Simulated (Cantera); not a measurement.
Input (Python, Cantera) and output of one run.

```python
import numpy as np
import cantera as ct

gas_names = """
    CF4 CuF2
""".split()
cond_names = """
    Cu(cr) Cu(L) C(gr)
""".split()


def load(file, names, dense=False):
    # The tables refer to 1 bar. Condensed volumes are neglected.
    table = {s.name: s for s in ct.Species.list_from_file(file)}
    out = []
    for n in names:
        d = dict(table[n].input_data)
        d["thermo"] = dict(d["thermo"], **{"reference-pressure": 1e5})
        if dense:
            d["equation-of-state"] = {"model": "constant-volume", "density": "1e6 g/cm^3"}
        out.append(ct.Species.from_dict(d))
    return out


species = {s.name: s for s in load("nasa_gas.yaml", gas_names) + load("nasa_condensed.yaml", cond_names)}
# Each term lists the table entries of one substance; the one whose range holds T is used.
reactions = {
    '2 Cu + CF4(g) = C + 2 CuF2(g)':
        [(-2, ['Cu(cr)', 'Cu(L)']), (-1, ['CF4']), (1, ['C(gr)']), (2, ['CuF2'])],
}


def pick(names, T):
    return next(species[n] for n in names if species[n].thermo.min_temp <= T <= species[n].thermo.max_temp)


results = []
for label, terms in reactions.items():
    print(label)
    print("     T/K   dH/kJ  dS/(J/K)   dG/kJ   log10 K")
    for T in [300, 925, 1075, 1225, 1375, 1525, 1675]:
        used = [(nu, pick(names, T)) for nu, names in terms]
        dH = sum(nu * s.thermo.h(T) for nu, s in used) / 1e6
        dS = sum(nu * s.thermo.s(T) for nu, s in used) / 1e3
        dG = dH - T * dS / 1e3
        logK = -dG * 1e6 / (ct.gas_constant * T * np.log(10))
        results.append((label, T, dH, dS, dG, logK, [s.name for _, s in used]))
        print(f"{T:8g} {dH:8.1f} {dS:8.1f} {dG:8.1f} {logK:8.2f}")
```

It prints:

```
2 Cu + CF4(g) = C + 2 CuF2(g)
     T/K   dH/kJ  dS/(J/K)   dG/kJ   log10 K
     300    399.2    212.2    335.6   -58.43
     925    390.8    198.4    207.2   -11.70
    1075    387.6    195.3    177.7    -8.63
    1225    384.0    192.1    148.7    -6.34
    1375    353.5    169.5    120.4    -4.57
    1525    349.1    166.5     95.2    -3.26
    1675    344.6    163.7     70.5    -2.20
```

Source: NASA polynomial tables (part measured, part estimated), evaluated in Cantera. Condensed species are held in their standard states even where they would react or evaporate.
